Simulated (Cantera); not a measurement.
Charge: 1 mol Al₂O₃, 0.12 mol H₂O, at 2375 °C and 65.0 Pa.

These are equilibrium values from Cantera (NASA tables, ideal gas, pure condensed phases), not measurements of a reactor. Candidate condensed phases: Al, Al₂O₃, H₂O; 19 gas species. The tables' values for AlOH are old estimates; treat these amounts as uncertain. Kinetics and transport are ignored.

Base state: H 0.511, O 0.241, H₂ 0.0785, OH 0.0576, O₂ 0.0452, H₂O 0.0364, AlO 0.0173, Al 0.00942 (mole fractions); condensed: Al₂O₃(l).

Q: What changes in the equilibrium state with this change: temperature from 2375 °C to 852 °C?

A: 
```
species          before    after
-------------  --------  -------
H₂O              0.0364    1.000
H₂               0.0785  2.64e-5
O₂               0.0452  1.28e-5
H                 0.511  8.96e-9
O                 0.241    <1e-9
AlO              0.0173    <1e-9
OH               0.0576  1.77e-6
Al              0.00942    <1e-9
AlO₂H           0.00156    <1e-9
Al₂O           0.000965    <1e-9
AlOH           0.000947    <1e-9
Al₂O₃(l), mol     0.995        0
Al₂O₃(s), mol         0     1.00
```
